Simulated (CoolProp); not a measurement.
Vapour-liquid equilibrium of ethanol (1) + acetone (2) at 187.15 °C; x and y are mole fractions of (1).

Values from CoolProp's multi-fluid Helmholtz-energy mixture model, Schroeder 2014 and Lemmon 2006; pair parameters Bell 2016.

```
x     bubble pressure (MPa)  y at the bubble point  dew pressure at overall composition x (MPa)  liquid density (mol/L)
----  ---------------------  ---------------------  -------------------------------------------  ----------------------
0.05                  2.287                  0.062                                        2.277                   9.503
0.2                   2.404                  0.227                                        2.387                   9.795
0.35                  2.474                  0.371                                        2.466                   10.16
0.5                   2.503                  0.504                                        2.502                   10.61
0.65                  2.492                  0.636                                        2.488                   11.14
0.8                   2.441                  0.777                                        2.429                   11.74
0.95                  2.346                  0.938                                        2.338                   12.42
```

y crosses x between x = 0.5 and 0.65: the model has an azeotrope there.

The pair parameters rest on a limited set of measurements; away from them the model extrapolates.
